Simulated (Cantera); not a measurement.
Input: 1 mol V₂O₅, 12 mol H₂, equilibrated at 2148.15 K.

These are equilibrium values from Cantera (NASA tables, ideal gas, pure condensed phases), not measurements of a reactor. Candidate condensed phases: H₂O, V, VO, V₂O₃, V₂O₄, V₂O₅; 12 gas species. Condensed phases not in the tables: the oxides between V₂O₃ and V₂O₅ other than VO₂. The numbers say what is thermodynamically allowed, not how fast it happens.

Problem. What share of the V ends up in condensed phases as a function of P (Pa), at 10, 68, 460, 3200, 22000, 150000, 1000000?

Solution. 
```json
[
 {"P (Pa)": "10", "V condensed (%)": "0.0", "as": "-"},
 {"P (Pa)": "68", "V condensed (%)": "0.0", "as": "-"},
 {"P (Pa)": "460", "V condensed (%)": "68.9", "as": "V₂O₃(s)"},
 {"P (Pa)": "3200", "V condensed (%)": "95.5", "as": "V₂O₃(s)"},
 {"P (Pa)": "22000", "V condensed (%)": "99.4", "as": "V₂O₃(s)"},
 {"P (Pa)": "150000", "V condensed (%)": "99.9", "as": "V₂O₃(s)"},
 {"P (Pa)": "1000000", "V condensed (%)": "100.0", "as": "V₂O₃(s)"}
]
```
